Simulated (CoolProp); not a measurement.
A single-stage vapour-compression cycle with R134a: evaporating at 212.15 K (dew point), condensing at 275.15 K (bubble point), superheat 8 K, subcooling 0 K, compressor efficiency 0.65, no pressure losses. Each further row changes one setting.

Computed with CoolProp (reference Helmholtz-energy equation of state, Tillner-Roth 1994).

```
case                              cooling COP  pressure ratio  discharge temperature (K)  refrigerating effect (kJ/kg)  volumetric capacity (kJ/m³)
--------------------------------  -----------  --------------  -------------------------  ----------------------------  ---------------------------
as stated                                1.67            21.1                      345.6                           164                          137
evaporating temperature 217.15 K          [?]             [?]                      338.2                           167                          [?]
condensing temperature 270.15 K          1.87             [?]                      337.8                           170                          143
subcooling 5 K                            [?]            21.1                      345.6                           170                          143
superheat 18 K                           1.67            21.1                      357.5                           [?]                          137
compressor efficiency 0.55               1.42            21.1                        [?]                           164                          137
```

### Question
Fill in the missing entries.

### Answer

- evaporating temperature 217.15 K, cooling COP: 1.91
- evaporating temperature 217.15 K, pressure ratio: 15.3
- evaporating temperature 217.15 K, volumetric capacity (kJ/m³): 189
- condensing temperature 270.15 K, pressure ratio: 17.6
- subcooling 5 K, cooling COP: 1.74
- superheat 18 K, refrigerating effect (kJ/kg): 171
- compressor efficiency 0.55, discharge temperature (K): 364.1
